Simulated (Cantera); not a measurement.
Feed: 1 mol V, 0.74 mol NH3, 0.34 mol N2, held at 74.0 Pa.

Equilibrium computed with Cantera from the NASA thermochemical tables; the gas is ideal and each condensed phase is pure. Candidate condensed phases: V, VN; 11 gas species. VN: taken at fixed stoichiometry. Condensed phases not in the tables: V2N, N, O or C dissolved in the metal. Kinetics and transport are ignored.

**Question.** What share of the V ends up in condensed phases as a function of T (K), at 1373, 1473, 1573, 1673, 1773, 1873, 1973, 2073, 2173, 2273, 2373?

**Answer.** 
```tsv
T (K)	V condensed (%)	as
1373	100.0	VN(s)
1473	100.0	VN(s)
1573	100.0	VN(s)
1673	100.0	VN(s)
1773	100.0	VN(s)
1873	99.9	V(s)
1973	99.6	V(s)
2073	98.3	V(s)
2173	93.1	V(s)
2273	74.6	V(l)
2373	0.0	-
```
